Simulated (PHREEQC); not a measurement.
A PHREEQC input (ion-association model, phreeqc.dat):

```
SOLUTION 1
  temp 20
  units mg/L
  pH 5.77
  pe 8.8
  Na 0.0218
  K 0.000524
  Ca 0.00103
  Mg 0.00708
  Cl 0.0393
  S(6) 0.0182 as SO4
  Alkalinity 0.00795 as HCO3 charge
  Si 0.000856 as SiO2
END
USE solution 1
EQUILIBRIUM_PHASES 1
  CO2(g) -2.5 10
END
```

It stops with these messages:

```
ERROR: Alkalinity cannot be used with charge balance or solution phase boundary constraints.
ERROR: Program terminating due to input errors.
```

The fault: charge balance asked on alkalinity. The line should read `as HCO3` where the input has `as HCO3 charge`. With the mend the run ends at pH 5.15 and ionic strength 9.24e-6 mol/kgw.
